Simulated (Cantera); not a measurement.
An isothermal, constant-pressure homogeneous reactor starts with N2O : N2 = 1 : 3 (molar parts), at 1175 K and 1200 Pa. Integrator tolerance rtol = 1e-08.

Model: GRI-Mech 3.0 (53 species, 325 reactions), integrated in Cantera. GRI-Mech 3.0 was tuned for natural gas; its chemistry of N2O as a main component is partial and can be far from experiment. Radical loss at walls, strong at low pressure, is not modelled. The mechanism lacks the step 2 NO + O2 → 2 NO2, which can matter for NO2 below about 1400 K. The temperature is held fixed by assumption; the heat of reaction is taken as removed at once.

**Question.** What does this change do: N2O 1 to 0.13 parts?

**Answer.** 
```json
[
 {"quantity": "x(N2O) at 200 s", "before": "0.0936 (gas-phase equilibrium 1.03e-9)", "after": "0.0165 (gas-phase equilibrium 4.88e-10)"},
 {"quantity": "x(N2) at 200 s", "before": "0.830 (gas-phase equilibrium 0.889)", "after": "0.970 (gas-phase equilibrium 0.980)"},
 {"quantity": "x(NO) at 200 s", "before": "0.0132 (gas-phase equilibrium 0.000125)", "after": "0.00232 (gas-phase equilibrium 5.61e-5)"},
 {"quantity": "x(O2) at 200 s", "before": "0.0629 (gas-phase equilibrium 0.111)", "after": "0.0111 (gas-phase equilibrium 0.0203)"},
 {"quantity": "x(O) at 200 s", "before": "1.22e-6 (gas-phase equilibrium 4.47e-8)", "after": "1.22e-6 (gas-phase equilibrium 1.91e-8)"}
]
```
